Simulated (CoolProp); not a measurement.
Methane along the isobar 5760 kPa: density (kg/m³) from the reference equation and from simpler models built on Tc = -82.6 °C, pc = 4599 kPa, ω = 0.011; each cubic takes its own stable root.

Values from CoolProp's reference Helmholtz-energy equation of state, Setzmann 1991.

```tsv
T (°C)	phase	reference	van der Waals	Redlich-Kwong	Soave-Redlich-Kwong	Peng-Robinson
-96.35	liquid	309.0	…	…	285.6	320.5
-74.85	supercritical	…	154.0	150.9	150.6	161.6
-53.25	supercritical	75.00	77.07	74.85	74.54	78.22
-31.75	supercritical	58.87	60.48	58.93	58.58	60.94
-10.25	supercritical	50.04	51.40	…	49.77	51.49
11.35	supercritical	44.07	45.23	44.19	43.81	45.14
32.85	supercritical	39.67	40.67	39.79	39.42	40.49
54.35	supercritical	36.22	…	36.34	35.98	36.86
75.95	supercritical	33.40	34.16	33.52	33.18	33.92
97.45	supercritical	31.06	…	31.18	30.85	31.48
```

Q: Fill in the missing entries.

A: 
- -96.35, van der Waals: 218.9
- -96.35, Redlich-Kwong: 286.0
- -74.85, reference: 165.7
- -10.25, Redlich-Kwong: 50.14
- 54.35, van der Waals: 37.09
- 97.45, van der Waals: 31.72
